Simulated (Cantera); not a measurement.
A closed system holds: 1 mol SiF₄, 1.5 mol H₂O, 27 mol N₂, held at 1625 K and 9.80 mbar.

Method: chemical equilibrium by Gibbs-energy minimisation in Cantera with the NASA 1993 tables (ideal gas, pure condensed phases). Candidate condensed phases: H₂O, Si, SiO₂, Si₂N₂O, Si₃N₄; 58 gas species. The tables hold silica as quartz up to 1696 K and as liquid above; real silica turns to tridymite and cristobalite and melts near 1996 K. Kinetics and transport are ignored.

Base state: N₂ 0.893, HF 0.0959, SiF₄ 0.00911, H₂O 0.00164, H₂ 4.11e-5, NO 1.78e-5, O₂ 1.27e-5 (mole fractions); condensed: SiO₂(β-quartz).

### Question
What changes in the equilibrium state with this change: SiF₄ replaced by SiCl₄?

### Answer
```
species               before    after
-------------------  -------  -------
N₂                     0.893    0.887
HCl                        0   0.0984
Cl                         0  0.00599
HF                    0.0959        0
SiF₄                 0.00911        0
SiCl₄                      0  0.00484
SiCl₃                      0  0.00166
SiCl₂                      0  0.00132
SiO₂(β-quartz), mol    0.724    0.738
```
The tables' values for SiCl₃ are old estimates; treat these amounts as uncertain. Further candidate phases: NH₄Cl.
